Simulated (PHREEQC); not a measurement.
Synthetic water in mg/L, 25 °C, pH 2.57, pe 11: Na 127; K 0.698; Ca 63.4; Mg 21.4; Cl 83.4; S(6) as SO4 916; B 0.0137; N(5) as NO3 0.0764; P as PO4 9.5.

Na is adjusted to close the charge balance.
Valence states are taken as typed.

The numbers come from PHREEQC with the ion-association model, phreeqc.dat.

No solid was allowed to form.

Order these Ca species by the share of Ca that they hold, largest first: CaSO4, CaHSO4+, Ca+2.

Ca+2 (72 %), CaSO4 (28 %), CaHSO4+ (0.57 %)

The pH is 2.57 and the ionic strength 0.0277 mol/kgw.
